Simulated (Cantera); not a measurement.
Input: 1 mol Fe3O4, 3.3 mol CO, equilibrated at 1902 °C and 16.5 Torr.

Cantera equilibrium calculation (NASA polynomials, part measured and part estimated; ideal gas, pure solids and liquids). Candidate condensed phases: C, Fe, Fe(CO)5, FeO, Fe2O3, Fe3O4; 15 gas species. The tables' stoichiometric FeO is somewhat more stable than real wüstite, so its field is too wide. FeO: taken at fixed stoichiometry. Equilibrium is a limit: real reactors are often held back by kinetics, nucleation or transport.

Base state: CO 0.663, CO2 0.315, Fe 0.0194, FeO 0.00141, O2 0.000263, O 0.000252 (mole fractions); condensed: FeO(l).

Problem. What changes in the equilibrium state with this change: Fe3O4 replaced by PbO?

Solution. 
```
species       before    after
-----------  -------  -------
CO             0.663    0.539
Pb                 0    0.228
CO2            0.315    0.228
Fe            0.0194        0
PbO                0  0.00411
FeO          0.00141        0
FeO(l), mol     2.93        0
```
Further candidate phases: Pb, PbO, PbO2, Pb3O4.
